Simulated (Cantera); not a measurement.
A Cantera script and what it prints.

```python
import numpy as np
import cantera as ct

gas_names = """
    H HNO HNO2 HNO3 HO2 H2 H2O H2O2 N NH NH2 NH3 NH2OH NO NO2 NO3 N2 N2H2 N2H4 N2O O OH O2 O3 Si SiH
    SiH2 SiH3 SiH4 SiN SiO SiO2 Si2 Si2N Si3
""".split()
cond_names = """
    H2O(s) H2O(L) Si(cr) Si(L) SiO2(Lqz) SiO2(hqz) SiO2(L) Si2N2O(s) Si3N4(a)
""".split()


# ... load() reads the species with a 1 bar reference pressure and builds the phases ...
atoms = {
    'Si3N4': {'Si': 3, 'N': 4},
    'H2O': {'H': 2, 'O': 1},
    'N2': {'N': 2},
}
top_T = {'Si2N2O(s)': 2100, 'Si3N4(a)': 2400}  # K; cautious upper limits of use, not melting points


# ... equilibrate(T, P, feed) seeds the gas with the atoms and calls Mixture.equilibrate('TP', solver="vcs", rtol=1e-11, max_steps=5000) ...
results = []
feed = {'Si3N4': 1, 'H2O': 0.2, 'N2': 0.39}  # mol
T = 1600  # K
for P in [1, 6.8, 46, 320, 2200, 15000, 100000]:
    mix = equilibrate(T, P, feed)
    results.append((T, P, feed, dict(zip(mix.species_names, mix.species_moles))))

top = {s: max(r[3][s] / sum(r[3][g] for g in gas_names) for r in results) for s in gas_names}
cols = sorted((s for s in top if top[s] > 0.001), key=lambda s: -top[s])[:9]
seen = [c for c in cond_names if any(r[3].get(c, 0) > 1e-12 for r in results)]
print("log10 of partial pressures in bar; condensed amounts in mol")
print(f"{'P/Pa':>10s}" + "".join(f"{s[:9]:>10s}" for s in cols + seen))
for T, P, feed, n in results:
    ng = sum(n[g] for g in gas_names)
    print(f"{P:10.4g}" + "".join(f"{np.log10(max(n[s] / ng * P / 1e5, 1e-99)):10.3f}" for s in cols)
          + "".join(f"{n.get(c, 0):10.4g}" for c in seen))
```

Result:

```
log10 of partial pressures in bar; condensed amounts in mol
      P/Pa        N2        H2       SiO        Si         H    Si(cr) Si2N2O(s)  Si3N4(a)
         1    -5.072    -6.164    -6.150    -7.011    -7.347     2.772         0         0
       6.8    -4.236    -5.318    -5.313    -7.011    -6.924     2.796         0         0
        46    -3.502    -3.866    -5.082    -7.026    -6.197         0    0.1879    0.8707
       320    -2.653    -3.012    -5.365    -7.592    -5.771         0    0.1991     0.867
      2200    -1.815    -2.174    -5.644    -8.150    -5.352         0    0.1999    0.8667
   1.5e+04    -0.982    -1.340    -5.922    -8.706    -4.935         0       0.2    0.8667
     1e+05    -0.158    -0.516    -6.197    -9.255    -4.523         0       0.2    0.8667
```

Cantera equilibrium calculation (NASA polynomials, part measured and part estimated; ideal gas, pure solids and liquids). Mutual solubility and eutectic melting of coexisting phases are not modelled. The tables' values for SiN are old estimates; treat these amounts as uncertain.
